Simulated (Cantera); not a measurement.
A perfectly stirred reactor is fed with NO : N2 = 1 : 9.9 (molar parts), at 750 Torr; it is held at 1625 K, and followed from long to short residence time.

Detailed kinetics in Cantera: GRI-Mech 3.0 (53 species, 325 reactions).

One state of this run: x NO = 0.0889; x N2 = 0.910; x O = 9.08e-7; x N2O = 2.96e-6; x NO2 = 3.30e-5; x O2 = 0.00139. x: mole fraction; the columns are a selection and need not sum to one.

**Question.** Which value of τ (s) does it belong to?
A. 0.048
B. 4.2
C. 10
D. 0.0079

**Answer.** B, 4.2
